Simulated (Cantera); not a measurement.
Charge: 1 mol C3H8, 0.032 mol O2, 49 mol H2, equilibrated at 1 atm.

Cantera equilibrium calculation (NASA polynomials, part measured and part estimated; ideal gas, pure solids and liquids). Candidate condensed phases: C, C6H6, C7H8, C8H18, H2O; 110 gas species. Kinetics and transport are ignored.

x: gas mole fraction; n: condensed amount in mol.

```csv
T (K),x H2,x H,x C2H2 (acetylene),x CO,n C(graphite)
1775,0.998,0.000287,___,0.00121,2.88
1875,0.997,0.000650,___,0.00121,2.87
1975,0.996,0.00136,___,0.00121,2.84
2075,0.995,0.00264,___,0.00120,2.78
2175,0.991,0.00483,___,0.00120,2.68
2275,0.986,0.00838,___,0.00120,2.52
2375,0.979,0.0139,___,0.00120,2.27
```

Problem. Complete the blanks.

Solution. 
- 1775, x C2H2 (acetylene): 0.000142
- 1875, x C2H2 (acetylene): 0.000316
- 1975, x C2H2 (acetylene): 0.000647
- 2075, x C2H2 (acetylene): 0.00123
- 2175, x C2H2 (acetylene): 0.00221
- 2275, x C2H2 (acetylene): 0.00376
- 2375, x C2H2 (acetylene): 0.00608
